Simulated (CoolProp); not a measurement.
Dry air along the isotherm -122.25 °C: fugacity coefficient from the reference equation and from simpler models built on Tc = -140.6 °C, pc = 3.786 MPa, ω = 0.034; each cubic takes its own stable root.

Computed with CoolProp (reference Helmholtz-energy equation of state, Lemmon 2000). It is a pseudo-pure fit of the blend.

```
p (MPa)          phase  reference
-------  -------------  ---------
0.12               gas     0.9928
0.272              gas     0.9838
0.62               gas     0.9632
1.41               gas     0.9173
3.21               gas     0.8157
7.31     supercritical     0.6033
16.6     supercritical     0.4073
37.9     supercritical     0.3764
```

**Question.** How far does each simpler model (Redlich-Kwong, Peng-Robinson) lie from the reference over these 8 states: mean and median of the absolute difference, and the worst?

**Answer.** 
- Redlich-Kwong: mean 0.4 %, median 0.2 %, worst +1.7 % at -122.25 °C and 16.6 MPa
- Peng-Robinson: mean 3.5 %, median 2.1 %, worst -12.9 % at -122.25 °C and 37.9 MPa
